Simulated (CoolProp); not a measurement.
R21 along the isotherm 473 K: density (kg/m³) from the reference equation and from simpler models built on Tc = 452.7 K, pc = 5289 kPa, ω = 0.206; each cubic takes its own stable root.

Values from CoolProp's reference Helmholtz-energy equation of state, Platzer 1990. This equation is an older, rougher fit.

```
p (kPa)  phase  reference
-------  -----  ---------
294        gas      7.821
588        gas      15.91
881        gas      24.27
1180       gas      33.13
1470       gas      42.08
1760       gas      51.42
2060       gas      61.54
2350       gas      71.83
2640       gas      82.67
```

Question: How far does each simpler model (van der Waals, Redlich-Kwong, Soave-Redlich-Kwong) lie from the reference over these 9 states: mean and median of the absolute difference, and the worst?

Answer: 
- van der Waals: mean 0.8 %, median 0.7 %, worst -1.5 % at 473 K and 2640 kPa
- Redlich-Kwong: mean 0.2 %, median 0.2 %, worst +0.3 % at 473 K and 2060 kPa
- Soave-Redlich-Kwong: mean 0.1 %, median 0.1 %, worst -0.2 % at 473 K and 2640 kPa
